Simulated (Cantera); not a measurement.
An isothermal, constant-pressure homogeneous reactor starts with 78.7 % NO, 21.3 % N₂, at 1900 K and 120000 Pa.

Cantera simulation using GRI-Mech 3.0 (53 species, 325 reactions); the numbers are that mechanism's predictions, not measurements.

x: mole fraction; the columns are a selection and need not sum to one.

```
t (s)      x NO     x N₂O      x O₂      x O   x N₂     x NO₂
--------  -----  --------  --------  -------  -----  --------
8.00e-6   0.787   3.20e-6   8.60e-9      ___  0.213   1.10e-6
2.00e-5   0.787   7.94e-6   4.16e-8      ___  0.213   4.77e-6
5.00e-5   0.787   1.94e-5   1.88e-7      ___  0.213   1.62e-5
0.000125  0.787   4.62e-5   1.01e-6      ___  0.213   4.66e-5
0.000313  0.787  0.000102   8.03e-6      ___  0.213  0.000125
0.000783  0.787  0.000190   7.70e-5      ___  0.213  0.000280
0.00196   0.786  0.000262  0.000479  3.11e-5  0.213  0.000389
0.00490   0.783  0.000276   0.00170  3.33e-5  0.214  0.000420
0.0123    0.777  0.000272   0.00477      ___  0.218  0.000463
0.0306    0.762  0.000260    0.0123      ___  0.225  0.000552
0.0767    0.725  0.000233    0.0304      ___  0.243  0.000701
0.192     0.645  0.000182    0.0703      ___  0.283  0.000879
0.480     0.496  0.000105     0.145      ___  0.358  0.000940
1.20      0.293   3.61e-5     0.247      ___  0.460  0.000718
3.00      0.119   6.12e-6     0.334      ___  0.547  0.000338
```

Complete the blanks.


- 8.00e-6, x O: 2.14e-6
- 2.00e-5, x O: 3.39e-6
- 5.00e-5, x O: 4.59e-6
- 0.000125, x O: 7.00e-6
- 0.000313, x O: 1.29e-5
- 0.000783, x O: 2.37e-5
- 0.0123, x O: 3.66e-5
- 0.0306, x O: 4.37e-5
- 0.0767, x O: 5.70e-5
- 0.192, x O: 7.87e-5
- 0.480, x O: 0.000108
- 1.20, x O: 0.000138
- 3.00, x O: 0.000159
